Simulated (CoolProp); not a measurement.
A single-stage vapour-compression cycle with R22: evaporating at 236.15 K (dew point), condensing at 298.15 K (bubble point), superheat 5 K, subcooling 8 K, compressor efficiency 0.85, no pressure losses. Each further row changes one setting.

Model: reference Helmholtz-energy equation of state, Kamei 1995, in CoolProp.

```
case                              cooling COP  pressure ratio  discharge temperature (K)  refrigerating effect (kJ/kg)  volumetric capacity (kJ/m³)
--------------------------------  -----------  --------------  -------------------------  ----------------------------  ---------------------------
as stated                                2.61            8.65                      354.3                           172                          932
evaporating temperature 241.15 K         2.96            6.94                      348.4                           175                         1160
condensing temperature 293.15 K             ?            7.54                      346.4                           178                          964
subcooling 13 K                             ?            8.65                      354.3                           178                          964
superheat 15 K                           2.58            8.65                          ?                           178                          922
compressor efficiency 0.75               2.30            8.65                      365.4                           172                          932
```

Task: Some entries are withheld; supply them.

Result: 
- condensing temperature 293.15 K, cooling COP: 2.91
- subcooling 13 K, cooling COP: 2.70
- superheat 15 K, discharge temperature (K): 365.9
